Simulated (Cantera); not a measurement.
A closed system holds: 1 mol SiHCl₃, 35 mol N₂, equilibrated at 1200 K and 650 Pa.

Equilibrium computed with Cantera from the NASA thermochemical tables; the gas is ideal and each condensed phase is pure. Candidate condensed phases: NH₄Cl, Si, Si₃N₄; 28 gas species. N₂ is the only nitrogen source here; it is nearly inert below about 1500 K, so the nitride shown seldom forms there in practice. The tables' values for SiCl₃ are old estimates; treat these amounts as uncertain. Equilibrium is a limit: real reactors are often held back by kinetics, nucleation or transport.

Task: What is the equilibrium state?

Result: 
| Item | Result |
|---|---|
| x(N₂) | 0.959 |
| x(HCl) | 0.0257 |
| x(SiCl₄) | 0.0135 |
| x(H₂) | 0.000983 |
| x(SiCl₃) | 0.000818 |
| x(SiCl₂) | 0.000436 |
| x(SiHCl₃) | 1.40e-5 |
| x(Cl) | 1.74e-6 |
| n(Si₃N₄(s)) | 0.156 mol |
| gas amount | 36.19 mol |
| log10 activity of Si(s) (absent) | -3.56 |
